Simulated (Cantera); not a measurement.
## Low-pressure radical oxidation in H2/O2

An isothermal, constant-pressure homogeneous reactor starts with 5.39 % H2, 94.6 % O2, at 1425 K and 20.0 Torr.

Cantera simulation using the H2/O2 subset of GRI-Mech 3.0, which has no nitrogen chemistry; the numbers are that mechanism's predictions, not measurements. Radical loss at walls, strong at low pressure, is not modelled. The temperature is held fixed by assumption; the heat of reaction is taken as removed at once.

```csv
t (s),x H2,x O2,x O,x HO2,x H2O
0.000700,0.00202,0.902,0.0362,4.07e-6,0.0443
0.00195,0.000924,0.903,0.0370,3.70e-6,0.0470
0.00545,0.000797,0.909,0.0313,3.53e-6,0.0482
0.0152,0.000540,0.921,0.0206,3.06e-6,0.0504
0.0424,0.000226,0.935,0.00831,2.04e-6,0.0529
0.118,5.35e-5,0.942,0.00193,8.48e-7,0.0545
0.330,9.66e-6,0.944,0.000347,2.43e-7,0.0550
0.921,1.86e-6,0.944,6.65e-5,8.96e-8,0.0553
2.57,4.69e-7,0.944,1.68e-5,8.35e-8,0.0553
7.17,2.42e-7,0.945,8.68e-6,1.01e-7,0.0554
20.0,2.31e-7,0.945,8.31e-6,1.03e-7,0.0554
```
x: mole fraction; the columns are a selection and need not sum to one.

Equilibrium at this temperature and pressure: H2 2.31e-7, O2 0.945, O 8.31e-6, HO2 1.03e-7, H2O 0.0554 (gas phase only).
